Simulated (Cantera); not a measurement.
Input: 1 mol B, 22 mol NH₃, equilibrated at 23.0 Pa.

Equilibrium computed with Cantera from the NASA thermochemical tables; the gas is ideal and each condensed phase is pure. Candidate condensed phases: B, BN; 15 gas species. The numbers say what is thermodynamically allowed, not how fast it happens.

Over these rows the condensed part is B(s). Partial pressures as log10 of bar:

```json
[
 {"T (K)": "1973", "1000/T (1/K)": "0.5068", "log p B": "-7.07", "log p H₂": "-3.80", "log p N₂": "-4.26", "log p H": "-4.77"},
 {"T (K)": "2023", "1000/T (1/K)": "0.4943", "log p B": "-6.71", "log p H₂": "-3.82", "log p N₂": "-4.26", "log p H": "-4.63"},
 {"T (K)": "2073", "1000/T (1/K)": "0.4824", "log p B": "-6.37", "log p H₂": "-3.84", "log p N₂": "-4.27", "log p H": "-4.50"},
 {"T (K)": "2123", "1000/T (1/K)": "0.4710", "log p B": "-6.04", "log p H₂": "-3.87", "log p N₂": "-4.28", "log p H": "-4.38"},
 {"T (K)": "2173", "1000/T (1/K)": "0.4602", "log p B": "?", "log p H₂": "-3.91", "log p N₂": "-4.30", "log p H": "-4.27"},
 {"T (K)": "2223", "1000/T (1/K)": "0.4498", "log p B": "-5.43", "log p H₂": "-3.96", "log p N₂": "-4.32", "log p H": "-4.17"}
]
```

**Question.** Fit log p(B) = a + b·(1000/T) to the five rows, give the apparent enthalpy, and predict the row at 2173 K.

**Answer.** Means: 1000/T = 0.4809, log p = -6.324. Sxy = -0.055178, Sxx = 0.0019178, so b = -28.77 and a = -6.324 − (-28.77)×0.4809 = 7.51.
Apparent enthalpy: −19.145 × (-28.77) = 551 kJ/mol. The condensed phases alone fix this pressure, through B(s) = B(g), so the slope is that reaction's ΔH° and the other gases don't enter. The five rows lie within 0.01 of the line.
Prediction at 2173 K: 7.51 + (-28.77)×0.4602 = -5.73. The computed value is -5.73, 0.00 from the line.
